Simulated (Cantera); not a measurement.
# Low-pressure radical oxidation in H2/O2

An isothermal, constant-pressure homogeneous reactor starts with 1.38 % H₂, 98.6 % O₂, equivalence ratio 0.0070, at 1400 K and 27.0 Torr.

Model: the H2/O2 subset of GRI-Mech 3.0, which has no nitrogen chemistry, integrated in Cantera. Radical loss at walls, strong at low pressure, is not modelled.

```csv
t (s),x H₂,x O₂,x H₂O₂,x H₂O,x HO₂,x OH,x H
6.00e-6,0.0138,0.986,<1e-12,5.25e-11,5.16e-9,1.62e-9,3.57e-9
3.09e-5,0.0138,0.986,5.54e-12,4.01e-9,2.66e-8,2.11e-8,8.43e-9
0.000160,0.0138,0.986,1.34e-10,2.47e-7,1.37e-7,2.91e-7,4.75e-8
0.000823,0.0127,0.985,7.14e-9,0.000762,1.47e-6,0.000546,8.28e-5
0.00424,6.95e-5,0.974,3.61e-8,0.0126,1.46e-6,0.00175,0.000476
0.0219,4.88e-5,0.978,3.22e-8,0.0129,1.22e-6,0.00147,0.000274
0.113,1.41e-5,0.984,1.92e-8,0.0135,5.99e-7,0.000789,4.09e-5
0.582,1.30e-6,0.986,4.80e-9,0.0138,1.17e-7,0.000241,1.14e-6
3.00,1.05e-7,0.986,7.00e-10,0.0139,3.73e-8,6.87e-5,2.61e-8
```
x: mole fraction; the columns are a selection and need not sum to one.

Equilibrium at this temperature and pressure: H₂ 3.35e-8, O₂ 0.986, H₂O₂ 2.93e-10, H₂O 0.0139, HO₂ 4.68e-8, OH 3.89e-5, H 4.72e-9 (gas phase only).
